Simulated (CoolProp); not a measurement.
Computed with CoolProp (reference Helmholtz-energy equation of state, Akasaka 2019).

Give the vapour pressure (bar), liquid cp (kJ/(kg K)), surface tension (mN/m) of saturated R1234ze(Z) at 323.8, 365.1 K.


| T (K) | p (bar) | liquid cp (kJ/(kg K)) | surface tension (mN/m) |
|---|---|---|---|
| 323.8 | 3.98 | 1.36 | 9.67 |
| 365.1 | 11.3 | 1.55 | 5.02 |

Surface tension comes from a separate correlation (Kondou 2015).
